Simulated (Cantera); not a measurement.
Feed: 1 mol Hg, 0.021 mol O₂, 12 mol H₂, held at 350 °C and 0.100 bar.

Cantera equilibrium calculation (NASA polynomials, part measured and part estimated; ideal gas, pure solids and liquids). Candidate condensed phases: H₂O, Hg, HgO; 10 gas species. Rates play no part.

Base state: H₂ 0.920, Hg 0.0769, H₂O 0.00323 (mole fractions); condensed: gas only.

Task: What changes in the equilibrium state with this change: Hg replaced by Pb?

Result: 
| species | before | after |
|---|---|---|
| H₂ | 0.920 | 0.997 |
| H₂O | 0.00323 | 0.00350 |
| Hg | 0.0769 | 0 |
| Pb(l), mol | 0 | 1.00 |
Further candidate phases: Pb, PbO, PbO₂, Pb₃O₄.
